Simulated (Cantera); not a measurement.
Charge: 1 mol Si, 0.039 mol N2O, 1.7 mol H2, held at 1.10 bar.

Cantera equilibrium calculation (NASA polynomials, part measured and part estimated; ideal gas, pure solids and liquids). Candidate condensed phases: H2O, Si, SiO2, Si2N2O, Si3N4; 35 gas species. Mutual solubility and eutectic melting of coexisting phases are not modelled. Gases not in the tables: Si2H6 and higher silanes. Rates play no part.

Problem. Which condensed phases are stable at each of these points (T (K)): 1298, 1348, 1398, 1448, 1498, 1548, 1598, 1648, 1698, 1748, 1798, 1848, 1898?

Solution. 
```json
[
 {"T (K)": "1298", "condensed phases": "Si(s) + Si2N2O(s)", "Si condensed (%)": "100.0"},
 {"T (K)": "1348", "condensed phases": "Si(s) + Si2N2O(s)", "Si condensed (%)": "100.0"},
 {"T (K)": "1398", "condensed phases": "Si(s) + Si2N2O(s)", "Si condensed (%)": "100.0"},
 {"T (K)": "1448", "condensed phases": "Si(s) + Si2N2O(s)", "Si condensed (%)": "100.0"},
 {"T (K)": "1498", "condensed phases": "Si(s) + Si2N2O(s)", "Si condensed (%)": "100.0"},
 {"T (K)": "1548", "condensed phases": "Si(s) + Si2N2O(s)", "Si condensed (%)": "100.0"},
 {"T (K)": "1598", "condensed phases": "Si(s) + Si2N2O(s)", "Si condensed (%)": "100.0"},
 {"T (K)": "1648", "condensed phases": "Si(s) + Si2N2O(s)", "Si condensed (%)": "100.0"},
 {"T (K)": "1698", "condensed phases": "Si(l) + Si2N2O(s)", "Si condensed (%)": "100.0"},
 {"T (K)": "1748", "condensed phases": "Si(l) + Si2N2O(s)", "Si condensed (%)": "99.9"},
 {"T (K)": "1798", "condensed phases": "Si(l) + Si2N2O(s)", "Si condensed (%)": "99.7"},
 {"T (K)": "1848", "condensed phases": "Si(l) + Si2N2O(s)", "Si condensed (%)": "99.4"},
 {"T (K)": "1898", "condensed phases": "Si(l) + Si2N2O(s)", "Si condensed (%)": "98.8"}
]
```

From 1298 K to 1648 K the condensed part is Si(s) + Si2N2O(s). From 1698 K to 1898 K the condensed part is Si(l) + Si2N2O(s).
